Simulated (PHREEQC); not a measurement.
Consider water at 25 °C with 29 mmol/kgw HF, 8.5 mmol/kgw CaCl2 and 0.2 mmol/kgw KCl. Closed to the air; pH follows from the charge balance.

Model: ion-association model, wateq4f.dat, run in PHREEQC.

Precipitation was switched off in this run.

Q: What pH does the model give?

A: pH 2.39.

Q: In which forms is F present?

A: HF 74 %, F- 14 %, H2F2 8.4 %, HF2- 2.4 %, CaF+ 0.6 % of the F.

Saturation is exceeded, for instance for Fluorite; the values hold only as long as no solid forms. Species that the database lacks are ignored. wateq4f.dat counts part of the HF as a dimer, H2F2, which phreeqc.dat doesn't know; its constant is uncertain.
